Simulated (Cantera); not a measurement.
# Tantalum, niobium, vanadium and zirconium in process gases: Ta + O₂ + H₂

A closed system holds: 1 mol Ta, 0.089 mol O₂, a varied amount of H₂, held at 72.0 Pa.

Equilibrium computed with Cantera from the NASA thermochemical tables; the gas is ideal and each condensed phase is pure. Candidate condensed phases: H₂O, Ta, Ta₂O₅; 12 gas species. Mutual solubility and eutectic melting of coexisting phases are not modelled. Condensed phases not in the tables: N, O or C dissolved in the metal. Equilibrium is a limit: real reactors are often held back by kinetics, nucleation or transport.

**Question.** Map the stable condensed phases over T = 1475, 1525, 1575, 1625, 1675, 1725, 1775, 1825, 1875 K and n(H₂) in mol = 5.5, 11, 20, 38, 72, 140, 260.

**Answer.** 
```
T in K \ n(H₂) in mol
         5.5  11  20  38  72 140 260
   1875    A   A   A   A   A   B   B
   1825    A   A   A   A   A   A   B
   1775    A   A   A   A   A   A   A
   1725    A   A   A   A   A   A   A
   1675    A   A   A   A   A   A   A
   1625    A   A   A   A   A   A   A
   1575    A   A   A   A   A   A   A
   1525    A   A   A   A   A   A   A
   1475    A   A   A   A   A   A   A
```
A: Ta + Ta₂O₅; B: Ta.
